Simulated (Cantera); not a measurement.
Oxide etching and cleaning by halides: CaO + F2 + O2

Feed: 1 mol CaO, 8.4 mol F2, 0.99 mol O2, held at 54.8 Torr.

Cantera equilibrium calculation (NASA polynomials, part measured and part estimated; ideal gas, pure solids and liquids). Candidate condensed phases: Ca, CaF2, CaO; 13 gas species. Rates play no part.

```json
[
 {"T (K)": "848", "x F": "0.0546", "x F2": "0.782", "x O2": "0.163", "x CaF2": "<1e-12", "x O": "1.02e-12", "x FO": "3.39e-7", "n CaF2(s)": "1.00", "n CaF2(l)": "0"},
 {"T (K)": "948", "x F": "0.173", "x F2": "0.674", "x O2": "0.153", "x CaF2": "<1e-12", "x O": "4.30e-11", "x FO": "1.56e-6", "n CaF2(s)": "1.00", "n CaF2(l)": "0"},
 {"T (K)": "1048", "x F": "0.393", "x F2": "0.472", "x O2": "0.135", "x CaF2": "1.79e-11", "x O": "8.59e-10", "x FO": "4.61e-6", "n CaF2(s)": "1.00", "n CaF2(l)": "0"},
 {"T (K)": "1148", "x F": "0.644", "x F2": "0.243", "x O2": "0.114", "x CaF2": "1.20e-9", "x O": "9.90e-9", "x FO": "9.06e-6", "n CaF2(s)": "1.00", "n CaF2(l)": "0"},
 {"T (K)": "1248", "x F": "0.805", "x F2": "0.0944", "x O2": "0.100", "x CaF2": "4.00e-8", "x O": "7.79e-8", "x FO": "1.33e-5", "n CaF2(s)": "1.000", "n CaF2(l)": "0"},
 {"T (K)": "1348", "x F": "0.872", "x F2": "0.0337", "x O2": "0.0945", "x CaF2": "7.67e-7", "x O": "4.64e-7", "x FO": "1.69e-5", "n CaF2(s)": "1.000", "n CaF2(l)": "0"},
 {"T (K)": "1448", "x F": "0.895", "x F2": "0.0127", "x O2": "0.0926", "x CaF2": "9.46e-6", "x O": "2.20e-6", "x FO": "2.01e-5", "n CaF2(s)": "1.000", "n CaF2(l)": "0"},
 {"T (K)": "1548", "x F": "0.903", "x F2": "0.00528", "x O2": "0.0919", "x CaF2": "8.01e-5", "x O": "8.56e-6", "x FO": "2.33e-5", "n CaF2(s)": "0.999", "n CaF2(l)": "0"},
 {"T (K)": "1648", "x F": "0.905", "x F2": "0.00241", "x O2": "0.0916", "x CaF2": "0.000507", "x O": "2.84e-5", "x FO": "2.63e-5", "n CaF2(s)": "0.992", "n CaF2(l)": "0"},
 {"T (K)": "1748", "x F": "0.905", "x F2": "0.00120", "x O2": "0.0913", "x CaF2": "0.00236", "x O": "8.20e-5", "x FO": "2.92e-5", "n CaF2(s)": "0", "n CaF2(l)": "0.961"},
 {"T (K)": "1848", "x F": "0.900", "x F2": "0.000633", "x O2": "0.0906", "x CaF2": "0.00872", "x O": "0.000211", "x FO": "3.18e-5", "n CaF2(s)": "0", "n CaF2(l)": "0.857"}
]
```
x: gas mole fraction; n: condensed amount in mol.

From 848 K to 1648 K the condensed part is CaF2(s). From 1748 K to 1848 K the condensed part is CaF2(l).
